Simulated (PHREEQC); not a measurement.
1 kg of water holding 0.065 mol/kgw NaCl, 0.014 mol/kgw KCl, 0.027 mol/kgw NaBr, 0.0071 mol/kgw CaSO4 and 0.2 mol/kgw MgBr2 is evaporated at 30 °C; the solids stay in contact with the brine. CO2 from the air is kept out. Only these solids could form: Arcanite, Bischofite, Bloedite, Brucite, Carnallite, Epsomite, Glaserite, Glauberite, Gypsum, Anhydrite, Halite, Hexahydrite, Kainite, Kieserite, Leonite, Mirabilite, Misenite, Polyhalite, Portlandite, Schoenite, Sylvite, Syngenite, Thenardite, MgCl2_4H2O.

The numbers come from PHREEQC with the Pitzer model, pitzer.dat.

| water left (kg) | ionic strength | water activity | Gypsum (mol) | K in solution (mol/kgw) | Mg in solution (mol/kgw) | Cl in solution (mol/kgw) |
|---|---|---|---|---|---|---|
| 1 | 0.734 | 0.987 | 0 | 0.0140 | 0.200 | 0.0790 |
| 0.8219 | 0.894 | 0.983 | 0 | 0.0170 | 0.243 | 0.0961 |
| 0.6755 | 1.09 | 0.979 | 0 | 0.0207 | 0.296 | 0.117 |
| 0.5552 | 1.32 | 0.974 | 0 | 0.0252 | 0.360 | 0.142 |
| 0.4563 | 1.61 | 0.968 | 0 | 0.0307 | 0.438 | 0.173 |
| 0.375 | 1.96 | 0.960 | 0 | 0.0373 | 0.533 | 0.211 |
| 0.3082 | 2.38 | 0.949 | 0 | 0.0454 | 0.649 | 0.256 |
| 0.2533 | 2.90 | 0.935 | 0 | 0.0553 | 0.789 | 0.312 |
| 0.2082 | 3.53 | 0.916 | 0 | 0.0672 | 0.961 | 0.379 |
| 0.1711 | 4.29 | 0.890 | 0 | 0.0818 | 1.17 | 0.462 |
| 0.1407 | 5.22 | 0.855 | 0 | 0.0995 | 1.42 | 0.562 |
| 0.1156 | 6.31 | 0.809 | 0.00143 | 0.121 | 1.73 | 0.684 |

Gypsum from water left = 0.1156 kg.
